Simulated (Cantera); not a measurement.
An isothermal, constant-pressure homogeneous reactor starts with H2 : O2 : N2 = 1.5 : 1 : 6.5 (molar parts), at 823 K and 0.132 atm. Integrator tolerance rtol = 1e-08.

Detailed kinetics in Cantera: the H2/O2 subset of GRI-Mech 3.0, which has no nitrogen chemistry. Radical loss at walls, strong at low pressure, is not modelled. Below about 950 K walls govern HO2 and H2O2 in real vessels. The temperature is held fixed by assumption; the heat of reaction is taken as removed at once.

What does this change do: pressure from 0.132 atm to 0.365 atm?


```json
[
 {"quantity": "x(H2) at 7.00 s", "before": "0.0338 (gas-phase equilibrium <1e-12)", "after": "0.166 (gas-phase equilibrium <1e-12)"},
 {"quantity": "x(O2) at 7.00 s", "before": "0.0467 (gas-phase equilibrium 0.0303)", "after": "0.111 (gas-phase equilibrium 0.0303)"},
 {"quantity": "x(H2O2) at 7.00 s", "before": "7.28e-5 (gas-phase equilibrium 2.09e-12)", "after": "0.000193 (gas-phase equilibrium 3.48e-12)"},
 {"quantity": "x(O) at 7.00 s", "before": "6.83e-9 (gas-phase equilibrium <1e-12)", "after": "1.57e-9 (gas-phase equilibrium <1e-12)"},
 {"quantity": "x(H) at 7.00 s", "before": "3.75e-8 (gas-phase equilibrium <1e-12)", "after": "1.69e-8 (gas-phase equilibrium <1e-12)"},
 {"quantity": "x(HO2) at 7.00 s", "before": "5.32e-6 (gas-phase equilibrium 5.70e-12)", "after": "6.60e-6 (gas-phase equilibrium 7.36e-12)"}
]
```

What does this change do: temperature 823 to 1375 K?


| quantity | before | after |
|---|---|---|
| x(H2) at 7.00 s | 0.0338 (gas-phase equilibrium <1e-12) | 8.81e-7 (gas-phase equilibrium 8.81e-7) |
| x(O2) at 7.00 s | 0.0467 (gas-phase equilibrium 0.0303) | 0.0303 (gas-phase equilibrium 0.0303) |
| x(H2O2) at 7.00 s | 7.28e-5 (gas-phase equilibrium 2.09e-12) | 1.09e-9 (gas-phase equilibrium 1.09e-9) |
| x(O) at 7.00 s | 6.83e-9 (gas-phase equilibrium <1e-12) | 3.05e-7 (gas-phase equilibrium 3.05e-7) |
| x(H) at 7.00 s | 3.75e-8 (gas-phase equilibrium <1e-12) | 8.87e-9 (gas-phase equilibrium 8.87e-9) |
| x(HO2) at 7.00 s | 5.32e-6 (gas-phase equilibrium 5.70e-12) | 1.40e-8 (gas-phase equilibrium 1.40e-8) |
